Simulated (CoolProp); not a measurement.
Vapour-liquid equilibrium of CH2F2 (R32) (1) + R142b (2) at 0.763 MPa; x and y are mole fractions of (1).

Values from CoolProp's multi-fluid Helmholtz-energy mixture model, Tillner-Roth 1997 and Lemmon 2006; pair parameters Bell 2016.

Q: Give the bubble temperature and the first vapour's composition at x = 0.275, 0.725, 0.95. Is there an azeotrope?

A: x = 0.275: 299.0 K, y = 0.626; x = 0.725: 278.1 K, y = 0.908; x = 0.95: 272.4 K, y = 0.982. No azeotrope shows between x = 0.05 and 0.95.

Pair parameters are fitted to limited data, so mixtures are less certain than the pure fluids. The gap from Raoult's law changes sign with composition, which may be real or a fault of the pair parameters; it wasn't checked against measurements.
